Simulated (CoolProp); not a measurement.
R236EA along the isobar 2.18 MPa: fugacity coefficient from the reference equation and from simpler models built on Tc = 139.3 °C, pc = 3.414 MPa, ω = 0.368; each cubic takes its own stable root.

The numbers come from the reference Helmholtz-energy equation of state, Rui 2013 in CoolProp.

```
T (°C)   phase  reference
------  ------  ---------
-6.45   liquid    0.02882
5.65    liquid    0.04780
17.75   liquid    0.07497
29.95   liquid     0.1124
42.05   liquid     0.1610
54.15   liquid     0.2222
66.25   liquid     0.2967
78.35   liquid     0.3847
90.45   liquid     0.4856
102.55  liquid     0.5980
114.65  liquid     0.7191
126.75     gas     0.7593
138.85     gas     0.7857
```

Task: How far does each simpler model (van der Waals, Redlich-Kwong, Peng-Robinson) lie from the reference over these 13 states: mean and median of the absolute difference, and the worst?

Result: 
- van der Waals: mean 166.1 %, median 91.6 %, worst +629.7 % at -6.45 °C and 2.18 MPa
- Redlich-Kwong: mean 50.7 %, median 38.3 %, worst +147.7 % at -6.45 °C and 2.18 MPa
- Peng-Robinson: mean 0.6 %, median 0.2 %, worst -2.0 % at 138.85 °C and 2.18 MPa

At some of these states van der Waals, Redlich-Kwong gives the other phase, because its saturation line lies elsewhere.
